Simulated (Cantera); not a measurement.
A closed system holds: 1 mol Si, a varied amount of NF₃, equilibrated at 1048.15 K and 10.0 mbar.

Equilibrium computed with Cantera from the NASA thermochemical tables; the gas is ideal and each condensed phase is pure. Candidate condensed phases: Si, Si₃N₄; 16 gas species. Mutual solubility and eutectic melting of coexisting phases are not modelled. The numbers say what is thermodynamically allowed, not how fast it happens.

Question: Which condensed phases are stable at each of these points (n(NF₃) (mol)): 0.54, 0.66, 0.82, 1, 1.3, 1.6, 1.9, 2.4, 3, 3.7?

Answer: 
```tsv
n(NF₃) (mol)	condensed phases	Si condensed (%)
0.54	Si(s) + Si₃N₄(s)	59.5
0.66	Si(s) + Si₃N₄(s)	50.5
0.82	Si₃N₄(s)	38.5
1	Si₃N₄(s)	25.0
1.3	Si₃N₄(s)	2.5
1.6	gas only	0.0
1.9	gas only	0.0
2.4	gas only	0.0
3	gas only	0.0
3.7	gas only	0.0
```

From 0.54 mol NF₃ to 0.66 mol NF₃ the condensed part is Si(s) + Si₃N₄(s). From 0.82 mol NF₃ to 1.3 mol NF₃ the condensed part is Si₃N₄(s). From 1.6 mol NF₃ to 3.7 mol NF₃ nothing is condensed.
